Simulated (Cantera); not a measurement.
Charge: 1 mol B, 0.047 mol HCl, 0.18 mol H2, equilibrated at 1402 °C and 1.00 bar.

These are equilibrium values from Cantera (NASA tables, ideal gas, pure condensed phases), not measurements of a reactor. Candidate condensed phases: B; 13 gas species. The tables' values for BCl2, BCl, BH2 are old estimates; treat these amounts as uncertain. Gases not in the tables: BHCl2. Kinetics and transport are ignored.

Base state: H2 0.812, HCl 0.177, BCl3 0.00976, BCl2 0.000512, BCl 0.000313, H 0.000105, BH2 4.05e-5, Cl 1.78e-5 (mole fractions); condensed: B(s).

**Question.** What changes in the equilibrium state with this change: temperature from 1402 °C to 550 °C?

**Answer.** 
```json
[
 {"species": "H2", "before": "0.812", "after": "0.917"},
 {"species": "BCl3", "before": "0.00976", "after": "0.0652"},
 {"species": "HCl", "before": "0.177", "after": "0.0182"},
 {"species": "BCl", "before": "0.000313", "after": "<1e-9"},
 {"species": "BCl2", "before": "0.000512", "after": "1.73e-9"},
 {"species": "H", "before": "0.000105", "after": "<1e-9"},
 {"species": "BH2", "before": "4.05e-5", "after": "<1e-9"},
 {"species": "Cl", "before": "1.78e-5", "after": "<1e-9"},
 {"species": "B(s), mol", "before": "0.998", "after": "0.986"}
]
```
